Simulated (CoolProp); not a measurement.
Vapour-liquid equilibrium of dimethyl ether (1) + n-hexane (2) at 332.9 K; x and y are mole fractions of (1).

The numbers come from the multi-fluid Helmholtz-energy mixture model, Wu 2011 and Thol 2019; pair parameters Bell 2016 in CoolProp.

Problem. Give the bubble pressure and the first vapour's composition at x = 0.05, 0.275, 0.95. Is there an azeotrope?

Solution. x = 0.05: 154.2 kPa, y = 0.517; x = 0.275: 493.4 kPa, y = 0.866; x = 0.95: 1360 kPa, y = 0.993. No azeotrope shows between x = 0.05 and 0.95.

The pair parameters rest on a limited set of measurements; away from them the model extrapolates. The gap from Raoult's law changes sign with composition, which may be real or a fault of the pair parameters; it wasn't checked against measurements.
